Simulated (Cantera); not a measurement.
# Premixed flame

A freely propagating, adiabatic, planar premixed flame of CH4 : H2 : O2 : N2 = 1 : 0.041 : 2.77 : 10.4 (molar parts), unburnt at 450 K and 4.40 bar; mixture-averaged transport, grid criteria slope 0.08 and curve 0.16, no radiation.

Detailed kinetics in Cantera: GRI-Mech 3.0 (53 species, 325 reactions). Burning velocities carry a grid error of a few per cent, more on coarse grids.

```tsv
z (mm)	T (K)	u (m/s)	x CH4	x H2	x O2	x H2O2	x HCO	x CH3
-0.552	452	0.258	0.0702	0.00308	0.195	2.08e-7	<1e-8	<1e-8
-0.368	459	0.263	0.0698	0.00330	0.194	1.19e-6	<1e-8	1.92e-8
-0.276	485	0.278	0.0682	0.00355	0.192	4.78e-6	<1e-8	8.58e-8
-0.184	592	0.340	0.0623	0.00396	0.184	1.96e-5	<1e-8	7.99e-7
-0.0920	991	0.573	0.0405	0.00452	0.150	5.90e-5	4.73e-8	5.17e-5
-0.0460	1345	0.779	0.0210	0.00475	0.115	3.39e-5	1.64e-6	0.000392
0	1693	0.981	0.00362	0.00402	0.0782	2.31e-6	8.76e-6	0.000525
0.0460	1841	1.06	9.61e-5	0.00216	0.0615	8.86e-7	1.06e-6	2.47e-5
0.0920	1902	1.09	1.69e-6	0.00141	0.0570	6.64e-7	2.58e-8	5.17e-7
0.184	1957	1.12	<1e-8	0.000763	0.0544	4.17e-7	<1e-8	<1e-8
0.368	1989	1.14	<1e-8	0.000291	0.0534	2.27e-7	<1e-8	<1e-8
0.736	2000	1.14	<1e-8	0.000116	0.0532	1.44e-7	<1e-8	<1e-8
1.47	2002	1.14	<1e-8	8.89e-5	0.0532	1.30e-7	<1e-8	<1e-8
```
x: mole fraction of selected species; z is measured from the peak of heat release.

```json
{
  "laminar_burning_velocity": "25.7 cm/s",
  "thermal_thickness": "0.184 mm",
  "peak x(H2O2)": "6.02e-5",
  "peak x(HCO)": "8.76e-6",
  "peak x(CH3)": "0.000690",
  "grid_points": "137"
}
```
